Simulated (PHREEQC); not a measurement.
Consider water at 20 °C with 0.39 mol/kgw HF, 0.066 mol/kgw H2SiF6 and 0.033 mol/kgw H3BO3. Closed to the air; pH follows from the charge balance.

Computed with PHREEQC (ion-association model, phreeqc.dat).

This is a speciation only: nothing precipitates in the calculation.

**Question.** Estimate the pH.

**Answer.** pH 0.87.

**Question.** In which forms is F present?

**Answer.** SiF6-2 50 %, HF 32 %, BF4- 17 % of the F.

SiF6-2 is the database's only silicon fluoride. Real BF4- forms and hydrolyses slowly; the run takes it at equilibrium.
